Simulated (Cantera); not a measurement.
An adiabatic, constant-pressure homogeneous reactor starts with CH₄ : C₂H₆ : C₃H₈ : O₂ : N₂ = 1 : 0.074 : 0.087 : 4.81 : 18.1 (molar parts), at 1475 K and 46000 Pa. Integrator tolerance rtol = 1e-08.

Computed with Cantera and GRI-Mech 3.0 (53 species, 325 reactions).

### Question
What does this change do: pressure from 46000 Pa to 500000 Pa?

### Answer
| quantity | before | after |
|---|---|---|
| time of steepest temperature rise | 0.312 ms | 73.3 µs |
| temperature at 2.00 s | 2443 K | 2514 K |
| equilibrium temperature | 2443 K | 2514 K |
| x(CH₄) at 2.00 s | <1e-12 (gas-phase equilibrium <1e-12) | <1e-12 (gas-phase equilibrium <1e-12) |
| x(C₂H₆) at 2.00 s | <1e-12 (gas-phase equilibrium <1e-12) | <1e-12 (gas-phase equilibrium <1e-12) |
| x(C₃H₈) at 2.00 s | <1e-12 (gas-phase equilibrium <1e-12) | <1e-12 (gas-phase equilibrium <1e-12) |
| x(HCO) at 2.00 s | 7.02e-10 (gas-phase equilibrium 7.02e-10) | 9.20e-10 (gas-phase equilibrium 9.20e-10) |
| x(C₂H₄) at 2.00 s | <1e-12 (gas-phase equilibrium <1e-12) | <1e-12 (gas-phase equilibrium <1e-12) |

### Question
What does this change do: initial temperature 1475 to 1725 K?

### Answer
| quantity | before | after |
|---|---|---|
| time of steepest temperature rise | 0.312 ms | 66.1 µs |
| temperature at 2.00 s | 2443 K | 2568 K |
| equilibrium temperature | 2443 K | 2568 K |
| x(CH₄) at 2.00 s | <1e-12 (gas-phase equilibrium <1e-12) | <1e-12 (gas-phase equilibrium <1e-12) |
| x(C₂H₆) at 2.00 s | <1e-12 (gas-phase equilibrium <1e-12) | <1e-12 (gas-phase equilibrium <1e-12) |
| x(C₃H₈) at 2.00 s | <1e-12 (gas-phase equilibrium <1e-12) | <1e-12 (gas-phase equilibrium <1e-12) |
| x(HCO) at 2.00 s | 7.02e-10 (gas-phase equilibrium 7.02e-10) | 2.30e-9 (gas-phase equilibrium 2.30e-9) |
| x(C₂H₄) at 2.00 s | <1e-12 (gas-phase equilibrium <1e-12) | <1e-12 (gas-phase equilibrium <1e-12) |
